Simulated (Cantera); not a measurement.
A Cantera script and what it prints.

```python
import numpy as np
import cantera as ct

gas_names = [...]  # 115 gases of nasa_gas.yaml made of C, Ca, H, O
cond_names = """
    C(gr) C6H6(L) C7H8(L) C8H18(L),n-octa Ca(a) Ca(b) Ca(L) CaCO3(caL) CaO(s) CaO(L) CaO2H2(s) H2O(s)
    H2O(L)
""".split()


# ... load() reads the species with a 1 bar reference pressure and builds the phases ...
atoms = {
    'CaCO3': {'Ca': 1, 'C': 1, 'O': 3},
    'O2': {'O': 2},
    'H2O': {'H': 2, 'O': 1},
}
top_T = {'C(gr)': 4500}  # K; cautious upper limits of use, not melting points


# ... equilibrate(T, P, feed) seeds the gas with the atoms and calls Mixture.equilibrate('TP', solver="vcs", rtol=1e-11, max_steps=5000) ...
results = []
feed = {'CaCO3': 1, 'O2': 1.2, 'H2O': 0.17}  # mol
T = 675  # K
P = 13332.2  # Pa
mix = equilibrate(T, P, feed)
results.append((T, P, feed, dict(zip(mix.species_names, mix.species_moles))))
x = sorted(zip(gas.X, gas.species_names), reverse=True)
print(f"T = {T:g} K  P = {P:g} Pa  gas = {mix.phase_moles(0):.4g} mol")
print("   x: " + "  ".join(f"{s} {v:.3e}" for v, s in x if v > 1e-06))
print("   condensed (mol): " + ("  ".join(f"{mix.phase(i).name} {mix.phase_moles(i):.4g}"
      for i in range(1, mix.n_phases) if mix.phase_moles(i) > 1e-12) or "none"))
```

It prints:

```
T = 675 K  P = 13332.2 Pa  gas = 1.37 mol
   x: O2 8.759e-01  H2O 1.241e-01  CO2 1.847e-05
   condensed (mol): CaCO3(caL) 1  CaO(s) 2.531e-05
```

These are equilibrium values from Cantera (NASA tables, ideal gas, pure condensed phases), not measurements of a reactor.
